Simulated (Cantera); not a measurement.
## Premixed flame

A freely propagating, adiabatic, planar premixed flame of H2 : O2 : N2 = 1 : 0.602 : 2.27 (molar parts), equivalence ratio 0.83, unburnt at 625 K and 1.00 bar; unity-Lewis-number transport, grid criteria slope 0.08 and curve 0.16, no radiation.

Computed with Cantera and the H2/O2 subset of GRI-Mech 3.0, which has no nitrogen chemistry. Unity Lewis numbers drop preferential diffusion, which matters most where H2 and H carry the flame. Burning velocities carry a grid error of a few per cent, more on coarse grids.

```
z (mm)   T (K)  u (m/s)    x H2    x O2      x H    x H2O       x O     x HO2
-------  -----  -------  ------  ------  -------  -------  --------  --------
-1.04      625     4.81   0.258   0.155    <1e-8  2.02e-8     <1e-8     <1e-8
-0.692     625     4.81   0.258   0.155    <1e-8  4.47e-7     <1e-8   2.49e-8
-0.519     625     4.82   0.258   0.155    <1e-8  4.42e-6     <1e-8   2.45e-7
-0.346     626     4.82   0.258   0.155  1.51e-8  7.85e-5   6.24e-8   4.24e-6
-0.173     658     5.06   0.255   0.154  5.73e-5  0.00419   1.67e-5  0.000152
-0.0864    867     6.58   0.225   0.140  0.00407   0.0352  0.000524  0.000183
0         1291     9.53   0.118  0.0913   0.0369    0.130   0.00671   8.02e-5
0.0864    1573     11.4  0.0466  0.0541   0.0525    0.196    0.0148   3.89e-5
0.173     1718     12.3  0.0354  0.0456   0.0442    0.213    0.0156   2.76e-5
0.346     1878     13.3  0.0318  0.0414   0.0312    0.226    0.0131   1.97e-5
0.692     2037     14.2  0.0270  0.0379   0.0196    0.239   0.00985   1.33e-5
1.38      2181     15.0  0.0208  0.0347   0.0109    0.253   0.00665   8.57e-6
2.77      2298     15.7  0.0142  0.0322  0.00529    0.267   0.00405   5.72e-6
```
x: mole fraction of selected species; z is measured from the peak of heat release.

| Quantity | Result |
|---|---|
| laminar burning velocity | 481 cm/s |
| thermal thickness | 0.346 mm |
| peak x(H) | 0.0529 |
| peak x(O) | 0.0158 |
| peak x(HO2) | 0.000226 |
| grid points | 119 |
